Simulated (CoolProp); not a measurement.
Aqueous potassium carbonate as a coolant, 34 % by mass, freezing at -24.9 °C, 1 atm.

The numbers come from the Melinder's fits for secondary coolants in CoolProp.

| T (°C) | density (kg/m³) | viscosity (mPa s) | cp (kJ/(kg K)) | Prandtl number |
|---|---|---|---|---|
| -16.9 | 1360 | 9.94 | 2.785 | 54.9 |
| -8.2 | 1357 | 7.02 | 2.799 | 37.9 |
| 0.5 | 1354 | 5.23 | 2.814 | 27.6 |
| 9.2 | 1350 | 4.06 | 2.829 | 21.0 |
| 17.9 | 1345 | 3.26 | 2.845 | 16.5 |
| 26.6 | 1341 | 2.68 | 2.862 | 13.4 |
| 35.4 | 1336 | 2.24 | 2.879 | 11.0 |
